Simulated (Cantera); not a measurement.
What does this Cantera script print?

```python
import numpy as np
import cantera as ct

gas = ct.Solution("h2o2.yaml")
gas.TPX = 650, 900000, {'H2': 1, 'O2': 0.192, 'N2': 0.723}
flame = ct.FreeFlame(gas, width=0.0086)
flame.set_refine_criteria(ratio=3, slope=0.08, curve=0.16)
flame.transport_model = "unity-Lewis-number"
flame.solve(loglevel=0, auto=True)
z, T = flame.grid, flame.T
thick = (T[-1] - T[0]) / np.gradient(T, z).max()
show = ['H2', 'O2', 'HO2', 'H2O', 'H', 'O']
print(f"laminar burning velocity  {flame.velocity[0] * 100:.3f} cm/s")
print(f"burnt temperature         {T[-1]:.1f} K")
print(f"thermal thickness         {thick * 1e3:.4f} mm")
print(f"grid points               {len(z)}")
z0 = z[flame.heat_release_rate.argmax()]
print(f"{'z/mm':>9s}{'T/K':>9s}{'u/(m/s)':>9s}" + "".join(f"{s:>11s}" for s in show))
rows = []
for k in (-3, -2, -1.5, -1, -0.5, -0.25, 0, 0.25, 0.5, 1, 2, 4, 8):
    zz = z0 + k * thick
    rows.append([k * thick, np.interp(zz, z, T), np.interp(zz, z, flame.velocity),
                 *(np.interp(zz, z, flame.X[gas.species_index(s)]) for s in show)])
    print(f"{rows[-1][0] * 1e3:9.3f}{rows[-1][1]:9.1f}{rows[-1][2]:9.3f}" + "".join(f"{x:11.3e}" for x in rows[-1][3:]))
```

Output:

```
laminar burning velocity  559.842 cm/s
burnt temperature         2163.0 K
thermal thickness         0.0313 mm
grid points               106
     z/mm      T/K  u/(m/s)         H2         O2        HO2        H2O          H          O
   -0.094    650.1    5.599  5.222e-01  1.003e-01  2.924e-07  9.311e-06  1.727e-13  1.267e-12
   -0.063    650.6    5.604  5.221e-01  1.002e-01  2.425e-06  7.719e-05  1.027e-11  1.114e-10
   -0.047    652.5    5.619  5.220e-01  1.001e-01  9.709e-06  3.086e-04  1.974e-10  2.120e-09
   -0.031    665.9    5.730  5.207e-01  9.931e-02  6.209e-05  1.962e-03  1.256e-08  8.403e-08
   -0.016    826.5    7.038  5.055e-01  8.962e-02  6.073e-04  2.224e-02  1.260e-04  1.513e-05
   -0.008   1134.4    9.472  4.698e-01  6.929e-02  5.879e-04  6.643e-02  3.808e-03  1.935e-04
    0.000   1488.9   12.146  4.084e-01  3.861e-02  2.544e-04  1.321e-01  2.016e-02  7.003e-04
    0.008   1716.1   13.785  3.594e-01  1.547e-02  9.159e-05  1.814e-01  3.636e-02  6.902e-04
    0.016   1835.3   14.616  3.400e-01  5.395e-03  2.996e-05  2.035e-01  4.022e-02  4.083e-04
    0.031   1943.4   15.347  3.367e-01  7.724e-04  4.013e-06  2.150e-01  3.357e-02  1.699e-04
    0.063   2026.8   15.896  3.431e-01  5.538e-05  3.384e-07  2.186e-01  2.211e-02  6.992e-05
    0.125   2085.7   16.277  3.490e-01  8.472e-06  7.583e-08  2.203e-01  1.302e-02  2.549e-05
    0.250   2122.7   16.514  3.528e-01  2.561e-06  2.259e-08  2.214e-01  7.233e-03  8.160e-06
```

Cantera simulation using the H2/O2 subset of GRI-Mech 3.0, which has no nitrogen chemistry; the numbers are that mechanism's predictions, not measurements. The hydrogen kinetics of GRI-Mech 3.0 are dated; newer H2 mechanisms differ, most at raised pressure. Unity Lewis numbers drop preferential diffusion, which matters most where H2 and H carry the flame. Burning velocities carry a grid error of a few per cent, more on coarse grids.
